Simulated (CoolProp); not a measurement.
20 sccm (0 °C, 1 atm) of nitrogen bubbles through liquid p-xylene at 294.2 K and leaves saturated at a total pressure of 0.0141 MPa (ideal gas phase). Each further row changes one setting.

Values from CoolProp's reference Helmholtz-energy equation of state, Zhou 2012.

| case | vapour pressure (kPa) | mole fraction of vapour | delivery (mg/min) | delivery (sccm) | change of delivery for a bath 1 K warmer (%) |
|---|---|---|---|---|---|
| as stated | 0.935 | 0.0663 | [?] | [?] | 6.5 |
| bath temperature 299.2 K | 1.25 | 0.0887 | 9.22 | 1.95 | [?] |
| total pressure 0.0282 MPa | 0.935 | [?] | 3.25 | 0.686 | 6.3 |

Question: Complete the blanks.

Answer: 
- as stated, delivery (mg/min): 6.73
- as stated, delivery (sccm): 1.42
- bath temperature 299.2 K, change of delivery for a bath 1 K warmer (%): 6.4
- total pressure 0.0282 MPa, mole fraction of vapour: 0.0332
